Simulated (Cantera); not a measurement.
## NO annealing gas

An isothermal, constant-pressure homogeneous reactor starts with 47.6 % NO, 52.4 % N2, at 1600 K and 10.00 Torr.

Model: GRI-Mech 3.0 (53 species, 325 reactions), integrated in Cantera. Radical loss at walls, strong at low pressure, is not modelled.

```json
[
 {"t (s)": "0.000300", "x NO": "0.476", "x N2O": "2.79e-8", "x O": "2.79e-8", "x N2": "0.524", "x NO2": "6.59e-11", "x O2": "3.70e-12"},
 {"t (s)": "0.000782", "x NO": "0.476", "x N2O": "7.28e-8", "x O": "7.24e-8", "x N2": "0.524", "x NO2": "4.40e-10", "x O2": "2.47e-11"},
 {"t (s)": "0.00204", "x NO": "0.476", "x N2O": "1.90e-7", "x O": "1.87e-7", "x N2": "0.524", "x NO2": "2.95e-9", "x O2": "1.66e-10"},
 {"t (s)": "0.00531", "x NO": "0.476", "x N2O": "4.93e-7", "x O": "4.76e-7", "x N2": "0.524", "x NO2": "1.96e-8", "x O2": "1.12e-9"},
 {"t (s)": "0.0138", "x NO": "0.476", "x N2O": "1.28e-6", "x O": "1.17e-6", "x N2": "0.524", "x NO2": "1.26e-7", "x O2": "7.48e-9"},
 {"t (s)": "0.0361", "x NO": "0.476", "x N2O": "3.29e-6", "x O": "2.66e-6", "x N2": "0.524", "x NO2": "7.50e-7", "x O2": "5.35e-8"},
 {"t (s)": "0.0940", "x NO": "0.476", "x N2O": "8.28e-6", "x O": "5.12e-6", "x N2": "0.524", "x NO2": "3.63e-6", "x O2": "4.81e-7"},
 {"t (s)": "0.245", "x NO": "0.476", "x N2O": "1.97e-5", "x O": "7.57e-6", "x N2": "0.524", "x NO2": "1.11e-5", "x O2": "4.70e-6"},
 {"t (s)": "0.638", "x NO": "0.476", "x N2O": "4.12e-5", "x O": "9.13e-6", "x N2": "0.524", "x NO2": "1.72e-5", "x O2": "2.94e-5"},
 {"t (s)": "1.66", "x NO": "0.476", "x N2O": "6.56e-5", "x O": "1.04e-5", "x N2": "0.524", "x NO2": "1.93e-5", "x O2": "0.000119"},
 {"t (s)": "4.34", "x NO": "0.475", "x N2O": "7.43e-5", "x O": "1.11e-5", "x N2": "0.524", "x NO2": "2.06e-5", "x O2": "0.000382"},
 {"t (s)": "11.3", "x NO": "0.474", "x N2O": "7.40e-5", "x O": "1.17e-5", "x N2": "0.525", "x NO2": "2.30e-5", "x O2": "0.00108"},
 {"t (s)": "29.4", "x NO": "0.470", "x N2O": "7.23e-5", "x O": "1.31e-5", "x N2": "0.527", "x NO2": "2.85e-5", "x O2": "0.00290"},
 {"t (s)": "76.7", "x NO": "0.461", "x N2O": "6.83e-5", "x O": "1.61e-5", "x N2": "0.531", "x NO2": "3.96e-5", "x O2": "0.00759"},
 {"t (s)": "200", "x NO": "0.437", "x N2O": "5.98e-5", "x O": "2.15e-5", "x N2": "0.543", "x NO2": "5.80e-5", "x O2": "0.0194"}
]
```
x: mole fraction; the columns are a selection and need not sum to one.

Equilibrium at this temperature and pressure: NO 0.00203, N2O 1.37e-8, O 6.15e-5, N2 0.761, NO2 1.00e-6, O2 0.237 (gas phase only).
